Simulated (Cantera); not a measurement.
Cantera run:

```python
import numpy as np
import cantera as ct

gas_names = """
    H HO2 H2 H2O H2O2 Nb NbO NbO2 O OH O2 O3
""".split()
cond_names = """
    H2O(s) H2O(L) Nb(cr) Nb(L) NbO(s) NbO(L) NbO2(I) NbO2(II) NbO2(III) NbO2(L) Nb2O5(s) Nb2O5(L)
""".split()


# ... load() reads the species with a 1 bar reference pressure and builds the phases ...
atoms = {
    'Nb': {'Nb': 1},
    'O2': {'O': 2},
    'H2': {'H': 2},
}
top_T = {}  # K; cautious upper limits of use, not melting points


# ... equilibrate(T, P, feed) seeds the gas with the atoms and calls Mixture.equilibrate('TP', solver="vcs", rtol=1e-11, max_steps=5000) ...
results = []
feed = {'Nb': 1, 'O2': 0.17, 'H2': 250}  # mol
P = 13332.2  # Pa
for T in [1025, 1225, 1425, 1625, 1825, 2025, 2225]:
    mix = equilibrate(T, P, feed)
    results.append((T, P, feed, dict(zip(mix.species_names, mix.species_moles))))

top = {s: max(r[3][s] / sum(r[3][g] for g in gas_names) for r in results) for s in gas_names}
cols = sorted((s for s in top if top[s] > 0.001), key=lambda s: -top[s])[:8]
seen = [c for c in cond_names if any(r[3].get(c, 0) > 1e-12 for r in results)]
print("log10 of partial pressures in bar; condensed amounts in mol")
print(f"{'T/K':>10s}" + "".join(f"{s[:9]:>10s}" for s in cols + seen))
for T, P, feed, n in results:
    ng = sum(n[g] for g in gas_names)
    print(f"{T:10.4g}" + "".join(f"{np.log10(max(n[s] / ng * P / 1e5, 1e-99)):10.3f}" for s in cols)
          + "".join(f"{n.get(c, 0):10.4g}" for c in seen))
```

Result:

```
log10 of partial pressures in bar; condensed amounts in mol
       T/K        H2         H       H2O    Nb(cr)    NbO(s)
      1025    -0.875    -8.798    -7.767      0.66      0.34
      1225    -0.875    -6.944    -6.377    0.6608    0.3392
      1425    -0.875    -5.604    -5.391    0.6676    0.3324
      1625    -0.875    -4.589    -4.659    0.7012    0.2988
      1825    -0.876    -3.794    -4.095     0.811     0.189
      2025    -0.878    -3.155    -3.746    0.9986         0
      2225    -0.883    -2.630    -3.763    0.9921         0
```

Equilibrium computed with Cantera from the NASA thermochemical tables; the gas is ideal and each condensed phase is pure. Mutual solubility and eutectic melting of coexisting phases are not modelled. NbO: taken at fixed stoichiometry. Condensed phases not in the tables: N, O or C dissolved in the metal.
